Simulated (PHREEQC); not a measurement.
Consider water at 80 °C with 10 mmol/kgw H2SO4 and 22 mmol/kgw MnSO4. Closed to the air; pH follows from the charge balance.

Computed with PHREEQC (ion-association model, wateq4f.dat).

### Question
The ionic strength comes out as 0.0549 mol/kgw. What activity coefficients do HSO4-, H+, Mn+2, SO4-2 get?

### Answer
HSO4- 0.80, H+ 0.84, Mn+2 0.43, SO4-2 0.41.

Precipitation was switched off in this run. At this temperature some constants are extrapolated from 25 °C, and those without enthalpy data are left unchanged.
